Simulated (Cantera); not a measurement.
A perfectly stirred reactor is fed with 22.2 % C₂H₄, 77.8 % H₂, at 0.100 bar; it is held at 1225 K, and followed from long to short residence time.

Detailed kinetics in Cantera: GRI-Mech 3.0 (53 species, 325 reactions). GRI-Mech 3.0 was tuned for natural gas; its chemistry of ethylene as a main component is partial and can be far from experiment. GRI-Mech 3.0 stops at C3 and has no aromatics, soot or wall deposition, so with more carbon than oxygen in the feed, carbon stays in small species such as C2H2 where larger ones or solid carbon would form.

Problem. Predict: x(C₂H₄) at τ = 4.10 s; x(H₂) at τ = 4.10 s; x(H) at τ = 4.10 s; x(C₂H₆) at τ = 4.10 s; x(C₂H₄) at τ = 25.0 ms; x(H₂) at τ = 25.0 ms; x(H) at τ = 25.0 ms; x(C₂H₆) at τ = 25.0 ms.

Solution. 
| Item | Result |
|---|---|
| x(C₂H₄) at τ = 4.10 s | 0.0977 |
| x(H₂) at τ = 4.10 s | 0.778 |
| x(H) at τ = 4.10 s | 6.71e-6 |
| x(C₂H₆) at τ = 4.10 s | 0.000770 |
| x(C₂H₄) at τ = 25.0 ms | 0.221 |
| x(H₂) at τ = 25.0 ms | 0.778 |
| x(H) at τ = 25.0 ms | 2.46e-6 |
| x(C₂H₆) at τ = 25.0 ms | 0.000274 |
